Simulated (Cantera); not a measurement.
# Stirred combustor or abatement burner

A perfectly stirred reactor is fed with 10.4 % CH4, 18.8 % O2, 70.8 % N2, equivalence ratio 1.1, at 0.850 bar; it is adiabatic with a 500 K inlet, and is followed from long to short residence time, starting on the burning branch (τ in s: 0.053, 0.022, 0.0094, 0.0039, 0.0016, 0.00069, 0.00029, 0.00012, 5.1e-05).

Detailed kinetics in Cantera: GRI-Mech 3.0 (53 species, 325 reactions).

```json
[
 {"τ (s)": "0.053", "T (K)": "2294", "x CH4": "6.20e-6", "x O2": "0.00245", "x CH2CO": "3.43e-9", "x O": "0.000417", "x C2H2": "3.79e-9", "x NO2": "7.20e-8", "x H": "0.00199"},
 {"τ (s)": "0.022", "T (K)": "2273", "x CH4": "1.16e-5", "x O2": "0.00339", "x CH2CO": "6.51e-9", "x O": "0.000603", "x C2H2": "9.43e-9", "x NO2": "5.97e-8", "x H": "0.00256"},
 {"τ (s)": "0.0094", "T (K)": "2241", "x CH4": "2.07e-5", "x O2": "0.00473", "x CH2CO": "1.15e-8", "x O": "0.000905", "x C2H2": "2.00e-8", "x NO2": "4.60e-8", "x H": "0.00347"},
 {"τ (s)": "0.0039", "T (K)": "2196", "x CH4": "3.82e-5", "x O2": "0.00660", "x CH2CO": "2.08e-8", "x O": "0.00138", "x C2H2": "4.21e-8", "x NO2": "3.22e-8", "x H": "0.00488"},
 {"τ (s)": "0.0016", "T (K)": "2140", "x CH4": "7.41e-5", "x O2": "0.00893", "x CH2CO": "4.08e-8", "x O": "0.00204", "x C2H2": "9.56e-8", "x NO2": "2.08e-8", "x H": "0.00687"},
 {"τ (s)": "0.00069", "T (K)": "2080", "x CH4": "0.000147", "x O2": "0.0115", "x CH2CO": "9.03e-8", "x O": "0.00274", "x C2H2": "2.40e-7", "x NO2": "1.35e-8", "x H": "0.00911"},
 {"τ (s)": "0.00029", "T (K)": "2016", "x CH4": "0.000325", "x O2": "0.0147", "x CH2CO": "2.65e-7", "x O": "0.00335", "x C2H2": "7.75e-7", "x NO2": "8.69e-9", "x H": "0.0113"},
 {"τ (s)": "0.00012", "T (K)": "1945", "x CH4": "0.000855", "x O2": "0.0202", "x CH2CO": "1.22e-6", "x O": "0.00343", "x C2H2": "3.67e-6", "x NO2": "5.64e-9", "x H": "0.0120"},
 {"τ (s)": "5.1e-5", "T (K)": "500", "x CH4": "0.104", "x O2": "0.188", "x CH2CO": "<1e-12", "x O": "<1e-12", "x C2H2": "<1e-12", "x NO2": "<1e-12", "x H": "<1e-12"}
]
```
x: mole fraction; the columns are a selection and need not sum to one.
